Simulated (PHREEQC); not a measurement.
A made-up water analysis in mmol/kgw, 55 °C, pH 5.92, pe -1.8:

```csv
constituent,mmol/kgw
Na,75.6
K,1.94
Ca,0.34
Mg,5.79
Cl,89.5
S(6),2.54
Alkalinity (meq/kgw),5.7e-05
Si,0.0177
Sr,0.606
B,0.0869
Br,0.0255
Zn,0.033
```

Valence states are taken as typed.

All values are PHREEQC results (ion-association model, phreeqc.dat), not measurements.

No solid was allowed to form.

**Question.** Estimate the specific conductance.

**Answer.** specific conductance 16800 µS/cm.

**Question.** In which forms is S present?

**Answer.** SO4-2 65 %, MgSO4 22 %, NaSO4- 10 %, SrSO4 1.3 %, CaSO4 0.6 % of the S.

Constants without temperature data keep their 25 °C values here.
